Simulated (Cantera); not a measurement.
An isothermal, constant-pressure homogeneous reactor starts with NO : N2 = 1 : 1.3 (molar parts), at 1400 K and 14.3 Torr. Integrator tolerance rtol = 1e-08.

Model: GRI-Mech 3.0 (53 species, 325 reactions), integrated in Cantera. Radical loss at walls, strong at low pressure, is not modelled.

What does this change do: pressure from 14.3 Torr to 0.330 bar?


```
quantity                                          before                                     after
---------------  ---------------------------------------  ----------------------------------------
x(NO) at 200 s    0.431 (gas-phase equilibrium 0.000738)    0.383 (gas-phase equilibrium 0.000738)
x(O) at 200 s    4.99e-7 (gas-phase equilibrium 3.22e-6)   2.76e-7 (gas-phase equilibrium 7.72e-7)
x(N2O) at 200 s  5.35e-5 (gas-phase equilibrium 6.43e-9)   4.34e-5 (gas-phase equilibrium 2.68e-8)
x(N2) at 200 s       0.567 (gas-phase equilibrium 0.782)       0.591 (gas-phase equilibrium 0.782)
x(O2) at 200 s     0.00161 (gas-phase equilibrium 0.217)      0.0252 (gas-phase equilibrium 0.217)
x(NO2) at 200 s  4.44e-5 (gas-phase equilibrium 7.65e-7)  0.000572 (gas-phase equilibrium 3.19e-6)
```

What does this change do: temperature 1400 to 2175 K?


```
quantity                                          before                                    after
---------------  ---------------------------------------  ---------------------------------------
x(NO) at 200 s    0.431 (gas-phase equilibrium 0.000738)    0.0118 (gas-phase equilibrium 0.0118)
x(O) at 200 s    4.99e-7 (gas-phase equilibrium 3.22e-6)  0.00764 (gas-phase equilibrium 0.00764)
x(N2O) at 200 s  5.35e-5 (gas-phase equilibrium 6.43e-9)  8.95e-8 (gas-phase equilibrium 8.95e-8)
x(N2) at 200 s       0.567 (gas-phase equilibrium 0.782)      0.774 (gas-phase equilibrium 0.774)
x(O2) at 200 s     0.00161 (gas-phase equilibrium 0.217)      0.207 (gas-phase equilibrium 0.207)
x(NO2) at 200 s  4.44e-5 (gas-phase equilibrium 7.65e-7)  2.12e-6 (gas-phase equilibrium 2.12e-6)
```

What does this change do: temperature 1400 to 1550 K?


```json
[
 {"quantity": "x(NO) at 200 s", "before": "0.431 (gas-phase equilibrium 0.000738)", "after": "0.410 (gas-phase equilibrium 0.00158)"},
 {"quantity": "x(O) at 200 s", "before": "4.99e-7 (gas-phase equilibrium 3.22e-6)", "after": "7.87e-6 (gas-phase equilibrium 2.66e-5)"},
 {"quantity": "x(N2O) at 200 s", "before": "5.35e-5 (gas-phase equilibrium 6.43e-9)", "after": "5.29e-5 (gas-phase equilibrium 1.31e-8)"},
 {"quantity": "x(N2) at 200 s", "before": "0.567 (gas-phase equilibrium 0.782)", "after": "0.578 (gas-phase equilibrium 0.782)"},
 {"quantity": "x(O2) at 200 s", "before": "0.00161 (gas-phase equilibrium 0.217)", "after": "0.0123 (gas-phase equilibrium 0.217)"},
 {"quantity": "x(NO2) at 200 s", "before": "4.44e-5 (gas-phase equilibrium 7.65e-7)", "after": "6.13e-5 (gas-phase equilibrium 1.02e-6)"}
]
```
